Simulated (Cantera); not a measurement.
An adiabatic, constant-pressure homogeneous reactor starts with H2 : O2 : N2 = 1 : 0.417 : 1.57 (molar parts), at 1550 K and 0.250 bar. Integrator tolerance rtol = 1e-08.

Model: the H2/O2 subset of GRI-Mech 3.0, which has no nitrogen chemistry, integrated in Cantera.

Q: What does this change do: initial temperature 1550 to 1048 K?

A: 
```json
[
 {"quantity": "time of steepest temperature rise", "before": "43.8 µs", "after": "0.450 ms"},
 {"quantity": "temperature at 0.500 s", "before": "2761 K", "after": "2630 K"},
 {"quantity": "equilibrium temperature", "before": "2761 K", "after": "2630 K"},
 {"quantity": "x(H2) at 0.500 s", "before": "0.0872 (gas-phase equilibrium 0.0872)", "after": "0.0771 (gas-phase equilibrium 0.0771)"},
 {"quantity": "x(O2) at 0.500 s", "before": "0.0109 (gas-phase equilibrium 0.0109)", "after": "0.00611 (gas-phase equilibrium 0.00611)"},
 {"quantity": "x(OH) at 0.500 s", "before": "0.0319 (gas-phase equilibrium 0.0319)", "after": "0.0207 (gas-phase equilibrium 0.0207)"},
 {"quantity": "x(H2O2) at 0.500 s", "before": "1.48e-7 (gas-phase equilibrium 1.48e-7)", "after": "9.94e-8 (gas-phase equilibrium 9.94e-8)"},
 {"quantity": "x(HO2) at 0.500 s", "before": "3.17e-6 (gas-phase equilibrium 3.17e-6)", "after": "1.63e-6 (gas-phase equilibrium 1.63e-6)"},
 {"quantity": "x(H2O) at 0.500 s", "before": "0.242 (gas-phase equilibrium 0.242)", "after": "0.277 (gas-phase equilibrium 0.277)"},
 {"quantity": "x(H) at 0.500 s", "before": "0.0424 (gas-phase equilibrium 0.0424)", "after": "0.0242 (gas-phase equilibrium 0.0242)"}
]
```
